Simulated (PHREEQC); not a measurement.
Dissolve 15 mmol/kgw HF, 0.11 mmol/kgw NH4F and 97 mmol/kgw H2SO4 at 25 °C. Closed to the air; pH follows from the charge balance.

The numbers come from PHREEQC with the ion-association model, phreeqc.dat.

**Question.** The ionic strength comes out as 0.136 mol/kgw. What activity coefficients do NH4SO4-, HSO4-, H+, NH4+, SO4-2 get?

**Answer.** NH4SO4- 0.76, HSO4- 0.76, H+ 0.81, NH4+ 0.72, SO4-2 0.34.

Precipitation was switched off in this run.
